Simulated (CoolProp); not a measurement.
Vapour-liquid equilibrium of toluene (1) + n-octane (2) at 507 K; x and y are mole fractions of (1).

The numbers come from the multi-fluid Helmholtz-energy mixture model, Lemmon 2006 and Beckmüller 2019; pair parameters Bell 2016 in CoolProp.

Problem. Give the bubble pressure and the first vapour's composition at x = 0.2, 0.35, 0.5. Is there an azeotrope?

Solution. x = 0.2: 1.091 MPa, y = 0.244; x = 0.35: 1.153 MPa, y = 0.404; x = 0.5: 1.206 MPa, y = 0.549. No azeotrope shows between x = 0.05 and 0.95.

Pair parameters are fitted to limited data, so mixtures are less certain than the pure fluids.
